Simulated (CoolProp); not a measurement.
Vapour-liquid equilibrium of propane (1) + n-pentane (2) at 267.4 K; x and y are mole fractions of (1).

Computed with CoolProp (multi-fluid Helmholtz-energy mixture model, Lemmon 2009 and Thol 2019; pair parameters Kunz 2012).

Question: Give the bubble pressure and the first vapour's composition at x = 0.05, 0.35, 0.65. Is there an azeotrope?

Answer: x = 0.05: 0.04220 MPa, y = 0.572; x = 0.35: 0.1624 MPa, y = 0.916; x = 0.65: 0.2683 MPa, y = 0.968. No azeotrope shows between x = 0.05 and 0.95.

Pair parameters are fitted to limited data, so mixtures are less certain than the pure fluids.
